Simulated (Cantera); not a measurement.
Gas mixture: 73.7 % CO, 26.3 % CH4, at 1.00 atm, frozen composition.

Cantera's kinetic-theory transport with the Lennard-Jones parameters of GRI-Mech 3.0, ideal gas; thermal conductivity in the multicomponent form. The composition is frozen, though it would react at the higher temperatures.

D: mixture-averaged diffusion coefficient of that species in the mixture.

```
T (K)  ρ (kg/m³)  cp (J/kg/K)  μ (µPa s)  λ (mW/m/K)     Pr  D (cm²/s) NH3  D (cm²/s) H  D (cm²/s) CH3
-----  ---------  -----------  ---------  ----------  -----  -------------  -----------  -------------
400        0.757         1300       20.2        36.6  0.718          0.380         1.97          0.376
500        0.606         1376       23.7        45.6  0.715          0.576         2.91          0.554
600        0.505         1460        ___         ___  0.713            ___          ___            ___
700        0.433         1544       29.8        64.7  0.712           1.06         5.18          0.986
800        0.379         1623       32.6         ___  0.710            ___          ___            ___
900        0.337         1695       35.3        84.2  0.710           1.64         7.92           1.51
1000       0.303         1762       37.8        94.0  0.709           1.97         9.46           1.80
1100       0.275         1821       40.2         103  0.708           2.32         11.1           2.11
```

Q: Some entries are withheld; supply them.

A: 
- 600, μ (µPa s): 26.9
- 600, λ (mW/m/K): 55.0
- 600, D (cm²/s) NH3: 0.802
- 600, D (cm²/s) H: 3.99
- 600, D (cm²/s) CH3: 0.758
- 800, λ (mW/m/K): 74.5
- 800, D (cm²/s) NH3: 1.34
- 800, D (cm²/s) H: 6.50
- 800, D (cm²/s) CH3: 1.24
